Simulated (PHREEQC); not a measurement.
Solution (25 °C): 0.34 mol H2SO4, 0.00085 mol MnSO4 and 0.11 mol MgSO4 per kg of water. Closed to the air; pH follows from the charge balance.

Equilibrium calculation in PHREEQC: ion-association model, phreeqc.dat.

Each row changes one thing in this solution. This is a speciation only: nothing precipitates in the calculation.

```json
[
 {"case": "as made", "pH": "0.60", "ionic strength (mol/kgw)": "0.587", "HSO4- (mol/kgw)": "0.352", "Mg+2 (mol/kgw)": "0.0672", "SO4-2 (mol/kgw)": "0.0558", "MgSO4 (mol/kgw)": "0.0428", "SI of Pyrochroite (Mn(OH)2)": "-17.84"},
 {"case": "0.02 mol/kgw Ca(OH)2 added", "pH": "0.65", "ionic strength (mol/kgw)": "0.587", "HSO4- (mol/kgw)": "0.336", "Mg+2 (mol/kgw)": "0.0658", "SO4-2 (mol/kgw)": "0.0589", "MgSO4 (mol/kgw)": "0.0442", "SI of Pyrochroite (Mn(OH)2)": "-17.76"},
 {"case": "MgSO4 from 0.11 to 0.099 mol/kgw", "pH": "0.60", "ionic strength (mol/kgw)": "0.571", "HSO4- (mol/kgw)": "0.348", "Mg+2 (mol/kgw)": "0.0610", "SO4-2 (mol/kgw)": "0.0537", "MgSO4 (mol/kgw)": "0.0380", "SI of Pyrochroite (Mn(OH)2)": "-17.85"},
 {"case": "diluted 10-fold with water", "pH": "1.45", "ionic strength (mol/kgw)": "0.0777", "HSO4- (mol/kgw)": "0.0260", "Mg+2 (mol/kgw)": "0.00686", "SO4-2 (mol/kgw)": "0.0150", "MgSO4 (mol/kgw)": "0.00414", "SI of Pyrochroite (Mn(OH)2)": "-16.89"},
 {"case": "MnSO4 from 0.00085 to 0.00425 mol/kgw", "pH": "0.61", "ionic strength (mol/kgw)": "0.593", "HSO4- (mol/kgw)": "0.353", "Mg+2 (mol/kgw)": "0.0670", "SO4-2 (mol/kgw)": "0.0566", "MgSO4 (mol/kgw)": "0.0430", "SI of Pyrochroite (Mn(OH)2)": "-17.14"},
 {"case": "H2SO4 replaced by FeSO4 at the same molality", "pH": "5.82", "ionic strength (mol/kgw)": "0.801", "HSO4- (mol/kgw)": "6.52e-6", "Mg+2 (mol/kgw)": "0.0377", "SO4-2 (mol/kgw)": "0.200", "MgSO4 (mol/kgw)": "0.0723", "SI of Pyrochroite (Mn(OH)2)": "-7.62"},
 {"case": "MgSO4 from 0.11 to 0.121 mol/kgw", "pH": "0.61", "ionic strength (mol/kgw)": "0.604", "HSO4- (mol/kgw)": "0.356", "Mg+2 (mol/kgw)": "0.0733", "SO4-2 (mol/kgw)": "0.0580", "MgSO4 (mol/kgw)": "0.0477", "SI of Pyrochroite (Mn(OH)2)": "-17.84"}
]
```

The ionic strength passes 0.7 mol/kgw, the rough limit of the ion-association models, in H2SO4 replaced by FeSO4 at the same molality. Species that the database lacks are ignored.
